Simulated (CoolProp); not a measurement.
Ethanol at 293.15 K and 7.32 MPa is throttled through a valve to 1.97 MPa with no heat exchange. Each further row changes one setting.

Model: reference Helmholtz-energy equation of state, Schroeder 2014, in CoolProp.

```
case                       temperature change (K)  final density (kg/m³)
-------------------------  ----------------------  ---------------------
as stated                                    +1.9                    789
outlet pressure 0.591 MPa                    +2.4                    788
outlet pressure 2.56 MPa                     +1.7                    790
```
